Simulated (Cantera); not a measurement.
Input (Python, Cantera) and output of one run.

```python
import numpy as np
import cantera as ct

gas_names = """
    H HO2 H2 H2O H2O2 H2S H2SO4 O OH O2 O3 S SH SO SO2 SO3 S2 S2O S8
""".split()
cond_names = """
    H2O(s) H2O(L) H2SO4(L) S(cr1) S(cr2) S(L)
""".split()


# ... load() reads the species with a 1 bar reference pressure and builds the phases ...
atoms = {
    'S': {'S': 1},
    'O2': {'O': 2},
    'H2': {'H': 2},
    'H2O': {'H': 2, 'O': 1},
}
top_T = {}  # K; cautious upper limits of use, not melting points


# ... equilibrate(T, P, feed) seeds the gas with the atoms and calls Mixture.equilibrate('TP', solver="vcs", rtol=1e-11, max_steps=5000) ...
results = []
feed = {'S': 1, 'O2': 0.25, 'H2': 0.45, 'H2O': 2}  # mol
P = 360  # Pa
for T in [598, 623, 648, 673, 698, 723, 748, 773, 798, 823, 848, 873, 898, 923]:
    mix = equilibrate(T, P, feed)
    results.append((T, P, feed, dict(zip(mix.species_names, mix.species_moles))))

top = {s: max(r[3][s] / sum(r[3][g] for g in gas_names) for r in results) for s in gas_names}
cols = sorted((s for s in top if top[s] > 1e-06), key=lambda s: -top[s])[:8]
seen = [c for c in cond_names if any(r[3].get(c, 0) > 1e-12 for r in results)]
print("log10 of partial pressures in bar; condensed amounts in mol")
print(f"{'T/K':>10s}" + "".join(f"{s[:9]:>10s}" for s in cols + seen))
for T, P, feed, n in results:
    ng = sum(n[g] for g in gas_names)
    print(f"{T:10.4g}" + "".join(f"{np.log10(max(n[s] / ng * P / 1e5, 1e-99)):10.3f}" for s in cols)
          + "".join(f"{n.get(c, 0):10.4g}" for c in seen))
```

It prints:

```
log10 of partial pressures in bar; condensed amounts in mol
       T/K       H2O       H2S        S2       SO2        H2        S8       S2O        SH
       598    -2.575    -3.298    -3.916    -3.548    -6.591    -4.491    -5.804   -10.968
       623    -2.590    -3.270    -3.730    -3.524    -6.347    -5.164    -5.667   -10.491
       648    -2.591    -3.285    -3.657    -3.538    -6.115    -6.170    -5.632   -10.095
       673    -2.587    -3.310    -3.614    -3.560    -5.897    -7.204    -5.624    -9.740
       698    -2.583    -3.336    -3.580    -3.582    -5.694    -8.181    -5.621    -9.414
       723    -2.580    -3.362    -3.551    -3.604    -5.506    -9.100    -5.620    -9.111
       748    -2.577    -3.387    -3.525    -3.624    -5.329    -9.963    -5.621    -8.829
       773    -2.575    -3.412    -3.503    -3.643    -5.164   -10.775    -5.623    -8.566
       798    -2.573    -3.436    -3.484    -3.661    -5.010   -11.540    -5.626    -8.321
       823    -2.571    -3.460    -3.467    -3.678    -4.866   -12.262    -5.630    -8.092
       848    -2.569    -3.484    -3.452    -3.692    -4.730   -12.944    -5.633    -7.877
       873    -2.568    -3.509    -3.439    -3.705    -4.603   -13.589    -5.637    -7.675
       898    -2.568    -3.533    -3.428    -3.715    -4.484   -14.201    -5.640    -7.485
       923    -2.568    -3.558    -3.418    -3.723    -4.373   -14.780    -5.642    -7.307
```

Method: chemical equilibrium by Gibbs-energy minimisation in Cantera with the NASA 1993 tables (ideal gas, pure condensed phases). Gases not in the tables: S3 to S7.
